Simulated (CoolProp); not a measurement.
CH2F2 (R32) at several states: fugacity coefficient from the reference equation and from simpler models built on Tc = 351.3 K, pc = 57.83 bar, ω = 0.277; each cubic takes its own stable root.

Computed with CoolProp (reference Helmholtz-energy equation of state, Tillner-Roth 1997).

```json
[
 {"T (K)": "205.2", "p (bar)": "119", "phase": "liquid", "reference": "0.004471", "Redlich-Kwong": "___", "Soave-Redlich-Kwong": "___"},
 {"T (K)": "279.3", "p (bar)": "4.61", "phase": "gas", "reference": "0.9293", "Redlich-Kwong": "___", "Soave-Redlich-Kwong": "___"},
 {"T (K)": "381.3", "p (bar)": "0.202", "phase": "gas", "reference": "0.9990", "Redlich-Kwong": "0.9991", "Soave-Redlich-Kwong": "0.9991"},
 {"T (K)": "203.3", "p (bar)": "7.85", "phase": "liquid", "reference": "___", "Redlich-Kwong": "___", "Soave-Redlich-Kwong": "___"}
]
```

Problem. What belongs in the gaps?

Solution. 
- 205.2, Redlich-Kwong: 0.01064
- 205.2, Soave-Redlich-Kwong: 0.004674
- 279.3, Redlich-Kwong: 0.9485
- 279.3, Soave-Redlich-Kwong: 0.9440
- 203.3, reference: 0.04623
- 203.3, Redlich-Kwong: 0.1024
- 203.3, Soave-Redlich-Kwong: 0.04460
